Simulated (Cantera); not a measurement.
A perfectly stirred reactor is fed with CH₄ : H₂ : O₂ : N₂ = 1 : 0.78 : 1.49 : 5.62 (molar parts), at 7500 Torr; it is adiabatic with a 625 K inlet, and is followed from long to short residence time, starting on the burning branch (τ in s: 0.14, 0.044, 0.014, 0.0044, 0.0014, 0.00043, 0.00014, 4.3e-05, 1.3e-05, 4.2e-06).

Cantera simulation using GRI-Mech 3.0 (53 species, 325 reactions); the numbers are that mechanism's predictions, not measurements.

Task: Predict: blow-out, bracketed by the residence times tried; x(CH₄) at τ = 0.140 s; x(H₂) at τ = 0.140 s; x(O₂) at τ = 0.140 s; x(H₂O) at τ = 0.140 s; x(C₂H₄) at τ = 0.140 s; x(CH₄) at τ = 0.430 ms; x(H₂) at τ = 0.430 ms; x(O₂) at τ = 0.430 ms; x(H₂O) at τ = 0.430 ms; x(C₂H₄) at τ = 0.430 ms.

Result: 
```
Property                                                                        Value
------------------------------------------------  -----------------------------------
blow-out, bracketed by the residence times tried  burning at 0.140 ms, out at 43.0 µs
x(CH₄) at τ = 0.140 s                                                        0.000200
x(H₂) at τ = 0.140 s                                                            0.111
x(O₂) at τ = 0.140 s                                                          1.41e-5
x(H₂O) at τ = 0.140 s                                                           0.185
x(C₂H₄) at τ = 0.140 s                                                        7.61e-8
x(CH₄) at τ = 0.430 ms                                                        0.00692
x(H₂) at τ = 0.430 ms                                                          0.0848
x(O₂) at τ = 0.430 ms                                                         0.00299
x(H₂O) at τ = 0.430 ms                                                          0.197
x(C₂H₄) at τ = 0.430 ms                                                      0.000133
```
